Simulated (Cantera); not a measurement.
An adiabatic, constant-volume homogeneous reactor starts with C3H8 : O2 : N2 = 1 : 11.9 : 44.8 (molar parts), equivalence ratio 0.42, at 1425 K and 5.00 bar.

Cantera simulation using GRI-Mech 3.0 (53 species, 325 reactions); the numbers are that mechanism's predictions, not measurements. GRI-Mech 3.0 was tuned for natural gas; its chemistry of propane as a main component is partial and can be far from experiment.

x: mole fraction; the columns are a selection and need not sum to one.

```
t (s)     T (K)  P (bar)  x C3H8   x O2     x HCN   x C2H2     x CO    x CH2    x C2H4
--------  -----  -------  ------  -----  --------  -------  -------  -------  --------
9.00e-6    1423     5.00  0.0168  0.206    <1e-12  1.07e-7  8.37e-6  1.29e-8  0.000522
2.56e-5    1427     5.02     ___  0.205    <1e-12      ___      ___      ___       ___
7.30e-5    2424     8.74  <1e-12  0.116  7.17e-12   <1e-12  0.00764   <1e-12    <1e-12
0.000208   2524     9.04  <1e-12  0.116  2.30e-12   <1e-12  0.00201   <1e-12    <1e-12
0.000592   2520     9.03  <1e-12  0.115  2.49e-12   <1e-12  0.00198   <1e-12    <1e-12
0.00169    2512     9.00  <1e-12  0.113  2.83e-12   <1e-12  0.00192   <1e-12    <1e-12
0.00480    2498     8.95  <1e-12  0.110  3.10e-12   <1e-12  0.00182   <1e-12    <1e-12
0.0137     2489     8.92  <1e-12  0.108  3.14e-12   <1e-12  0.00175   <1e-12    <1e-12
0.0390     2489     8.91  <1e-12  0.108  3.14e-12   <1e-12  0.00175   <1e-12    <1e-12
0.111      2489     8.91  <1e-12  0.108  3.14e-12   <1e-12  0.00175   <1e-12    <1e-12
0.316      2489     8.91  <1e-12  0.108  3.14e-12   <1e-12  0.00175   <1e-12    <1e-12
0.900      2489     8.91  <1e-12  0.108  3.14e-12   <1e-12  0.00175   <1e-12    <1e-12
```

Q: Some entries are withheld; supply them.

A: 
- 2.56e-5, x C3H8: 0.0149
- 2.56e-5, x C2H2: 2.66e-6
- 2.56e-5, x CO: 0.000173
- 2.56e-5, x CH2: 3.06e-8
- 2.56e-5, x C2H4: 0.00239
